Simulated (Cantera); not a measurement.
## Equilibrium for carbothermic reduction: CuO + C + CO

A closed system holds: 1 mol CuO, 0.3 mol C, 0.042 mol CO, held at 1375 °C.

Equilibrium computed with Cantera from the NASA thermochemical tables; the gas is ideal and each condensed phase is pure. Candidate condensed phases: C, Cu, CuO, Cu2O; 15 gas species. Each liquid is taken as pure. Mutual solubility and eutectic melting of coexisting phases are not modelled. The numbers say what is thermodynamically allowed, not how fast it happens.

```csv
P (Pa),x CO2,x Cu,x O2,x CO,x O,x Cu2,n Cu(l),n Cu2O(l)
10,0.222,0.655,0.118,0.00238,0.000872,0.000505,0,0
68,0.578,0.116,0.303,0.00148,0.000536,0.000108,0.931,0
460,0.836,0.0172,0.146,0.00119,0.000143,1.60e-5,0.514,0.239
3200,0.975,0.00247,0.0209,0.00139,2.05e-5,2.30e-6,0.312,0.344
22000,0.995,0.000360,0.00305,0.00142,2.98e-6,3.34e-7,0.287,0.356
150000,0.998,5.28e-5,0.000447,0.00142,4.38e-7,4.91e-8,0.284,0.358
1000000,0.999,7.92e-6,6.70e-5,0.00142,6.57e-8,7.36e-9,0.283,0.358
```
x: gas mole fraction; n: condensed amount in mol.

At 0.000100 bar nothing is condensed. At 0.000680 bar the condensed part is Cu(l). From 0.00460 bar to 10.0 bar the condensed part is Cu(l) + Cu2O(l). The main Cu-bearing gas is Cu throughout.
